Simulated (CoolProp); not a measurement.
Sulfur hexafluoride at several states: density (kg/m³) from the reference equation and from simpler models built on Tc = 318.7 K, pc = 3.755 MPa, ω = 0.210; each cubic takes its own stable root.

Computed with CoolProp (reference Helmholtz-energy equation of state, Guder 2009).

| T (K) | p (MPa) | phase | reference |
|---|---|---|---|
| 548.5 | 3.24 | gas | 106.9 |
| 343.2 | 0.47 | gas | 24.89 |
| 284.9 | 0.122 | gas | 7.644 |
| 284.1 | 1.49 | gas | 121.8 |
| 231.1 | 1.37 | liquid | 1813 |
| 391.2 | 3.38 | gas | 180.0 |

**Question.** How far does each simpler model (van der Waals, Redlich-Kwong, Soave-Redlich-Kwong, Peng-Robinson) lie from the reference over these 6 states: mean and median of the absolute difference, and the worst?

**Answer.** 
- van der Waals: mean 8.3 %, median 3.1 %, worst -35.9 % at 231.1 K and 1.37 MPa
- Redlich-Kwong: mean 2.4 %, median 2.1 %, worst -7.4 % at 231.1 K and 1.37 MPa
- Soave-Redlich-Kwong: mean 1.1 %, median 0.6 %, worst -4.4 % at 231.1 K and 1.37 MPa
- Peng-Robinson: mean 2.2 %, median 1.1 %, worst +8.2 % at 231.1 K and 1.37 MPa
